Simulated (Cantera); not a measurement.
Feed: 1 mol SiC, 0.26 mol O₂, 11 mol H₂, equilibrated at 1.00e-6 bar.

Cantera equilibrium calculation (NASA polynomials, part measured and part estimated; ideal gas, pure solids and liquids). Candidate condensed phases: C, C₆H₆, C₇H₈, C₈H₁₈, H₂O, Si, SiC, SiO₂; 123 gas species. Rates play no part. All values below are at 1025 °C.

Base state: H₂ 0.954, CO 0.0226, SiO 0.0226, H 0.00105 (mole fractions); condensed: SiC(s).

Task: What changes in the equilibrium state with this change: pressure from 1.00e-6 bar to 0.000650 bar?

Result: 
```tsv
species	before	after
H₂	0.954	0.982
CO	0.0226	0.0162
SiO	0.0226	0.00223
H	0.00105	4.16e-5
SiC(s), mol	0.740	0.818
SiO₂(β-quartz), mol	0	0.157
```
Mutual solubility and eutectic melting of coexisting phases are not modelled. The tables hold silica as quartz up to 1696 K and as liquid above; real silica turns to tridymite and cristobalite and melts near 1996 K.
